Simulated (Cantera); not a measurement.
Input: 1 mol SiH4, 0.58 mol N2, at 1000 Pa.

Equilibrium computed with Cantera from the NASA thermochemical tables; the gas is ideal and each condensed phase is pure. Candidate condensed phases: Si, Si3N4; 18 gas species. N2 is the only nitrogen source here; it is nearly inert below about 1500 K, so the nitride shown seldom forms there in practice. Equilibrium is a limit: real reactors are often held back by kinetics, nucleation or transport. All values below are at 823 K.

Base state: H2 1.00 (mole fractions); condensed: Si(s) + Si3N4(s).

Task: What changes in the equilibrium state with this change: SiH4 replaced by trisilylamine?

Result: 
| species | before | after |
|---|---|---|
| H2 | 1.00 | 1.00 |
| Si(s), mol | 0.130 | 1.38 |
| Si3N4(s), mol | 0.290 | 0.540 |
The feed counts by its element totals alone.
